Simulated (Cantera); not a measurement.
## Thermodynamics of calcination and drying, feed MgCO3 + CO2 + H2O + C

A closed system holds: 1 mol MgCO3, 0.056 mol CO2, 0.96 mol H2O, 0.015 mol C, at 13.3 mbar.

Method: chemical equilibrium by Gibbs-energy minimisation in Cantera with the NASA 1993 tables (ideal gas, pure condensed phases). Candidate condensed phases: C, C6H6, C7H8, C8H18, H2O, Mg, MgCO3, MgO, Mg(OH)2; 116 gas species. Rates play no part.

From 1725 K to 1975 K the condensed part is MgO(s). The main Mg-bearing gas is Mg(OH)2 throughout.

```tsv
T (K)	log p CO2	log p H2O	log p CO	log p O2	n MgO(s)
1725	-2.16	-2.20	-3.75	-4.91	1.000
1750	-2.17	-2.21	-3.72	-4.73	1.000
1775	-2.17	-2.21	-3.68	-4.57	1.000
1800	-2.17	-2.21	-3.64	-4.42	1.000
1825	-2.17	-2.21	-3.60	-4.29	1.000
1850	-2.17	-2.21	-3.55	-4.18	1.000
1875	-2.18	-2.21	-3.50	-4.07	1.000
1900	-2.18	-2.21	-3.45	-3.97	1.000
1925	-2.18	-2.21	-3.40	-3.89	1.000
1950	-2.19	-2.22	-3.35	-3.80	1.000
1975	-2.19	-2.22	-3.30	-3.73	1.000
```
log p: log10 of the partial pressure in bar; n: condensed amount in mol.
